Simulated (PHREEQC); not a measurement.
A solution holds 0.0025 mol/kgw H3PO4, 0.062 mol/kgw KOH and 0.0093 mol/kgw NaCl, at 25 °C. Closed to the air; pH follows from the charge balance.

All values are PHREEQC results (ion-association model, wateq4f.dat), not measurements.

Each row changes one thing in this solution. This is a speciation only: nothing precipitates in the calculation.

```json
[
 {"case": "as made", "pH": "12.63", "ionic strength (mol/kgw)": "0.0780", "PO4-3 (mol/kgw)": "0.00212", "HPO4-2 (mol/kgw)": "0.000357", "KHPO4- (mol/kgw)": "1.71e-5", "H2PO4- (mol/kgw)": "6.79e-10"},
 {"case": "diluted 10-fold with water", "pH": "11.71", "ionic strength (mol/kgw)": "(withheld)", "PO4-3 (mol/kgw)": "6.59e-5", "HPO4-2 (mol/kgw)": "0.000182", "KHPO4- (mol/kgw)": "1.54e-6", "H2PO4- (mol/kgw)": "4.38e-9"},
 {"case": "temperature from 25 to 50 °C", "pH": "11.91", "ionic strength (mol/kgw)": "0.0769", "PO4-3 (mol/kgw)": "0.00160", "HPO4-2 (mol/kgw)": "0.000859", "KHPO4- (mol/kgw)": "3.97e-5", "H2PO4- (mol/kgw)": "7.42e-9"},
 {"case": "temperature from 25 to 75 °C", "pH": "11.34", "ionic strength (mol/kgw)": "0.0758", "PO4-3 (mol/kgw)": "0.00107", "HPO4-2 (mol/kgw)": "0.00136", "KHPO4- (mol/kgw)": "6.00e-5", "H2PO4- (mol/kgw)": "3.75e-8"},
 {"case": "NaCl from 0.0093 to 0.00837 mol/kgw", "pH": "12.63", "ionic strength (mol/kgw)": "0.0771", "PO4-3 (mol/kgw)": "0.00212", "HPO4-2 (mol/kgw)": "0.000358", "KHPO4- (mol/kgw)": "1.72e-5", "H2PO4- (mol/kgw)": "6.83e-10"},
 {"case": "0.0033 mol/kgw NaOH added", "pH": "(withheld)", "ionic strength (mol/kgw)": "0.0814", "PO4-3 (mol/kgw)": "0.00215", "HPO4-2 (mol/kgw)": "0.000336", "KHPO4- (mol/kgw)": "1.59e-5", "H2PO4- (mol/kgw)": "6.00e-10"},
 {"case": "NaCl left out", "pH": "12.64", "ionic strength (mol/kgw)": "0.0687", "PO4-3 (mol/kgw)": "0.00211", "HPO4-2 (mol/kgw)": "0.000369", "KHPO4- (mol/kgw)": "1.84e-5", "H2PO4- (mol/kgw)": "7.14e-10"}
]
```

Complete the blanks.


- diluted 10-fold with water, ionic strength (mol/kgw): 0.00751
- 0.0033 mol/kgw NaOH added, pH: 12.66

Species that the database lacks are ignored. H3PO4, which wateq4f.dat lacks, is added to it with the constant of phreeqc.dat. At this temperature some constants are extrapolated from 25 °C, and those without enthalpy data are left unchanged.
